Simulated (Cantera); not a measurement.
Charge: 1 mol CCl₄, 0.36 mol H₂, at 602 °C.

Equilibrium computed with Cantera from the NASA thermochemical tables; the gas is ideal and each condensed phase is pure. Candidate condensed phases: C, C₆H₆, C₇H₈, C₈H₁₈; 91 gas species. Gases not in the tables: chlorinated aromatics. Rates play no part.

x: gas mole fraction; n: condensed amount in mol.

```json
[
 {"P (Pa)": "1", "x Cl₂": "0.685", "x HCl": "0.303", "x CCl₄": "1.50e-7", "x Cl": "0.0121", "x C₂Cl₄": "3.38e-11", "n C(graphite)": "1.00"},
 {"P (Pa)": "10", "x Cl₂": "0.692", "x HCl": "0.305", "x CCl₄": "1.53e-6", "x Cl": "0.00383", "x C₂Cl₄": "3.45e-10", "n C(graphite)": "1.000"},
 {"P (Pa)": "100", "x Cl₂": "0.694", "x HCl": "0.305", "x CCl₄": "[?]", "x Cl": "[?]", "x C₂Cl₄": "[?]", "n C(graphite)": "1.000"},
 {"P (Pa)": "1000", "x Cl₂": "0.694", "x HCl": "0.305", "x CCl₄": "0.000155", "x Cl": "0.000384", "x C₂Cl₄": "3.48e-8", "n C(graphite)": "1.000"},
 {"P (Pa)": "10000", "x Cl₂": "0.693", "x HCl": "0.306", "x CCl₄": "[?]", "x Cl": "[?]", "x C₂Cl₄": "[?]", "n C(graphite)": "0.996"},
 {"P (Pa)": "100000", "x Cl₂": "0.676", "x HCl": "0.310", "x CCl₄": "0.0147", "x Cl": "3.79e-5", "x C₂Cl₄": "3.29e-6", "n C(graphite)": "0.966"}
]
```

Task: Fill in the missing entries.

Result: 
- 10000, x CCl₄: 0.00154
- 10000, x Cl: 0.000121
- 10000, x C₂Cl₄: 3.46e-7
- 100, x CCl₄: 1.54e-5
- 100, x Cl: 0.00121
- 100, x C₂Cl₄: 3.47e-9
